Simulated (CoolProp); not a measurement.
Model: reference Helmholtz-energy equation of state, Wu 2011, in CoolProp.

### Question
For dimethyl ether, give the phase and the speed of sound (m/s), isothermal compressibility (1/MPa), viscosity (µPa s) at 89.25 °C and 15800 kPa; 89.25 °C and 28100 kPa; 89.25 °C and 50000 kPa.

### Answer
- 89.25 °C and 15800 kPa: liquid; speed of sound 715, isothermal compressibility 0.00509, viscosity 90.1
- 89.25 °C and 28100 kPa: liquid; speed of sound 842, isothermal compressibility 0.00331, viscosity 105
- 89.25 °C and 50000 kPa: liquid; speed of sound 1000, isothermal compressibility 0.00210, viscosity 128

Viscosity comes from a separate model (Meng 2012).
